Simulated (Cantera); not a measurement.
A freely propagating, adiabatic, planar premixed flame of CH3OH : O2 : N2 = 1 : 1.95 : 7.32 (molar parts), equivalence ratio 0.77, unburnt at 400 K and 8.29 atm; mixture-averaged transport, grid criteria slope 0.08 and curve 0.16, no radiation.

Computed with Cantera and GRI-Mech 3.0 (53 species, 325 reactions). GRI-Mech 3.0 was tuned for natural gas; its chemistry of methanol as a main component is partial and can be far from experiment. Burning velocities carry a grid error of a few per cent, more on coarse grids.

How do the results move with these cheaper or finer settings: unity-Lewis-number transport; multicomponent transport; multicomponent+Soret transport; grid criteria slope 0.5, curve 1; grid criteria slope 0.25, curve 0.5; grid criteria slope 0.03, curve 0.06?


```
setting                               laminar burning velocity  thermal thickness  peak x(CH2)  grid points  grid points
------------------------------------  ------------------------  -----------------  -----------  -----------  -----------
as above                                             19.7 cm/s           0.101 mm      2.63e-7          126          126
unity-Lewis-number transport                         21.0 cm/s          0.0931 mm      5.71e-7          124          124
multicomponent transport                             20.1 cm/s           0.102 mm      2.70e-7          126          126
multicomponent+Soret transport                       19.9 cm/s           0.102 mm      2.64e-7          128          128
grid criteria slope 0.5, curve 1                     22.2 cm/s           0.111 mm      2.50e-7           32           32
grid criteria slope 0.25, curve 0.5                  20.4 cm/s           0.106 mm      2.45e-7           52           52
grid criteria slope 0.03, curve 0.06                 19.4 cm/s           0.100 mm      2.65e-7          323          323
```
The base run took about 22 core-seconds (a rough figure).
Unity Lewis numbers drop preferential diffusion, which matters most where H2 and H carry the flame; Soret adds thermal diffusion.
